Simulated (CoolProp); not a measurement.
Methanol along the isotherm 291.35 °C: density (kg/m³) from the reference equation and from simpler models built on Tc = 240.2 °C, pc = 8216 kPa, ω = 0.565; each cubic takes its own stable root.

Values from CoolProp's reference Helmholtz-energy equation of state, de Reuck 1993.

```
p (kPa)          phase  reference
-------  -------------  ---------
4560               gas      36.19
9130     supercritical      90.83
13700    supercritical      196.4
18300    supercritical      347.5
22800    supercritical      418.9
27400    supercritical      460.5
32000    supercritical      489.9
36500    supercritical      512.0
41100    supercritical      530.5
```

### Question
How far does each simpler model (ideal gas, van der Waals, Redlich-Kwong, Soave-Redlich-Kwong) lie from the reference over these 9 states: mean and median of the absolute difference, and the worst?

### Answer
- ideal gas: mean 48.6 %, median 52.4 %, worst -64.1 % at 291.35 °C and 18300 kPa
- van der Waals: mean 25.5 %, median 33.7 %, worst -39.4 % at 291.35 °C and 41100 kPa
- Redlich-Kwong: mean 17.9 %, median 23.8 %, worst -25.8 % at 291.35 °C and 41100 kPa
- Soave-Redlich-Kwong: mean 22.5 %, median 30.1 %, worst -31.7 % at 291.35 °C and 22800 kPa
